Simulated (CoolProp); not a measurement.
R227EA at 293.15 K and 0.88 MPa flows at 12 m/s in a round tube of 25 mm bore and 15 µm roughness, fully developed (64/Re and Nu = 3.66 if laminar; Colebrook and Gnielinski if turbulent). Each further row changes one setting.

Computed with CoolProp (reference Helmholtz-energy equation of state, Lemmon 2016).

```csv
case,Reynolds number,Darcy friction factor,pressure drop (Pa/m),heat-transfer coefficient (W/(m² K)),mass flow (kg/h)
as stated,(withheld),(withheld),(withheld),20400,(withheld)
velocity 24 m/s,3270000,0.0175,(withheld),(withheld),(withheld)
diameter 50 mm,3270000,0.0152,30900,18200,(withheld)
```

### Question
What belongs in the gaps?

### Answer

- as stated, Reynolds number: 1630000
- as stated, Darcy friction factor: 0.0177
- as stated, pressure drop (Pa/m): 71900
- as stated, mass flow (kg/h): 29900
- velocity 24 m/s, pressure drop (Pa/m): 285000
- velocity 24 m/s, heat-transfer coefficient (W/(m² K)): 40600
- velocity 24 m/s, mass flow (kg/h): 59900
- diameter 50 mm, mass flow (kg/h): 120000

Viscosity comes from a separate model (Huber 2003), an estimate that may be off by 10 % or more. Thermal conductivity comes from a separate model (Huber 2003), an estimate that may be off by 10 % or more.
